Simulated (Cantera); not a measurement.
Charge: 1 mol c-C4F8, 1.9 mol CH4, 0.68 mol H2, held at 2077 °C and 0.000160 bar.

Equilibrium computed with Cantera from the NASA thermochemical tables; the gas is ideal and each condensed phase is pure. Candidate condensed phases: C, C6H6, C7H8, C8H18; 95 gas species. The feed counts by its element totals alone. The numbers say what is thermodynamically allowed, not how fast it happens.

Base state: HF 0.878, H 0.0988, F 0.0119, H2 0.0100, C3 0.000258, CF 0.000238, C 0.000116, C2H2 (acetylene) 5.54e-5 (mole fractions); condensed: C(graphite).

Task: What changes in the equilibrium state with this change: c-C4F8 replaced by CCl4?

Result: 
```
species             before     after
----------------  --------  --------
H                   0.0988     0.413
Cl                       0     0.257
H2                  0.0100     0.175
HF                   0.878         0
HCl                      0     0.153
F                   0.0119         0
CF                0.000238         0
C2H2 (acetylene)   5.54e-5  0.000968
C2H                2.79e-5  0.000116
C(graphite), mol      5.89      2.87
```
